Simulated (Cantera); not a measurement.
An isothermal, constant-pressure homogeneous reactor starts with 100 % N2O, at 1348 K and 1330 Pa.

Computed with Cantera and GRI-Mech 3.0 (53 species, 325 reactions). GRI-Mech 3.0 was tuned for natural gas; its chemistry of N2O as a main component is partial and can be far from experiment. Radical loss at walls, strong at low pressure, is not modelled. The mechanism lacks the step 2 NO + O2 → 2 NO2, which can matter for NO2 below about 1400 K. The temperature is held fixed by assumption; the heat of reaction is taken as removed at once.

x: mole fraction; the columns are a selection and need not sum to one.

```csv
t (s),x N2O,x NO,x N2,x O,x NO2,x O2
1.00e-5,1.000,3.01e-9,5.04e-7,4.88e-7,<1e-12,7.27e-9
4.64e-5,1.000,6.19e-8,2.46e-6,2.13e-6,<1e-12,1.50e-7
0.000215,1.000,1.11e-6,1.34e-5,7.48e-6,<1e-12,2.67e-6
0.00100,1.000,1.24e-5,7.96e-5,1.36e-5,3.64e-12,2.99e-5
0.00464,0.999,7.42e-5,0.000410,1.40e-5,1.30e-10,0.000179
0.0215,0.997,[?],[?],1.40e-5,[?],[?]
0.100,0.985,0.00168,0.00899,1.40e-5,5.51e-8,0.00407
0.464,0.934,0.00755,0.0403,1.40e-5,6.53e-7,0.0183
2.15,0.736,0.0301,0.161,1.40e-5,4.31e-6,0.0728
10.0,[?],[?],[?],1.39e-5,[?],[?]
```

Task: Complete the blanks.

Result: 
- 0.0215, x NO: 0.000361
- 0.0215, x N2: 0.00194
- 0.0215, x NO2: 2.97e-9
- 0.0215, x O2: 0.000874
- 10.0, x N2O: 0.282
- 10.0, x NO: 0.0819
- 10.0, x N2: 0.438
- 10.0, x NO2: 1.83e-5
- 10.0, x O2: 0.198
